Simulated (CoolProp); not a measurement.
Vapour-liquid equilibrium of R1234yf (1) + R227EA (2) at 0.0585 MPa; x and y are mole fractions of (1).

The numbers come from the multi-fluid Helmholtz-energy mixture model, Lemmon 2022 and Lemmon 2016; pair parameters Bell 2016 in CoolProp.

Task: Give the bubble temperature and the first vapour's composition at x = 0.35, 0.5, 0.8. Is there an azeotrope?

Result: x = 0.35: -33.8 °C, y = 0.497; x = 0.5: -35.7 °C, y = 0.647; x = 0.8: -39.2 °C, y = 0.881. No azeotrope shows between x = 0.05 and 0.95.

Pair parameters are fitted to limited data, so mixtures are less certain than the pure fluids.
